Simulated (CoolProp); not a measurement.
Saturated liquid density (kg/m³) of acetone: the reference equation beside estimates from Tc = 508.1 K, pc = 4.692 MPa, ω = 0.307. Rackett uses Z = 0.29056 − 0.08775 ω.

Computed with CoolProp (reference Helmholtz-energy equation of state, Lemmon 2006). It is a short technical equation, of lower accuracy than the large ones.

```json
[
 {"T (K)": "286.5", "reference": "797.5", "Rackett": "___", "van der Waals": "___", "Redlich-Kwong": "601.7", "Peng-Robinson": "701.1"},
 {"T (K)": "294.5", "reference": "788.7", "Rackett": "693.0", "van der Waals": "403.1", "Redlich-Kwong": "594.7", "Peng-Robinson": "694.6"},
 {"T (K)": "302.5", "reference": "779.8", "Rackett": "685.2", "van der Waals": "398.9", "Redlich-Kwong": "587.5", "Peng-Robinson": "687.8"},
 {"T (K)": "310.4", "reference": "770.8", "Rackett": "677.4", "van der Waals": "394.7", "Redlich-Kwong": "580.2", "Peng-Robinson": "680.8"},
 {"T (K)": "318.4", "reference": "___", "Rackett": "669.3", "van der Waals": "390.3", "Redlich-Kwong": "572.6", "Peng-Robinson": "673.4"},
 {"T (K)": "326.4", "reference": "752.3", "Rackett": "661.1", "van der Waals": "385.8", "Redlich-Kwong": "564.8", "Peng-Robinson": "___"},
 {"T (K)": "334.4", "reference": "742.8", "Rackett": "652.8", "van der Waals": "381.2", "Redlich-Kwong": "556.7", "Peng-Robinson": "657.6"},
 {"T (K)": "342.4", "reference": "733.1", "Rackett": "644.3", "van der Waals": "376.4", "Redlich-Kwong": "548.3", "Peng-Robinson": "649.2"}
]
```

Task: Fill in the missing entries.

Result: 
- 286.5, Rackett: 700.6
- 286.5, van der Waals: 407.2
- 318.4, reference: 761.6
- 326.4, Peng-Robinson: 665.7

Absolute difference from the reference over all 8 rows, mean and median: Rackett 12.1 and 12.1 %, van der Waals 48.8 and 48.8 %, Redlich-Kwong 24.8 and 24.8 %, Peng-Robinson 11.7 and 11.6 %.
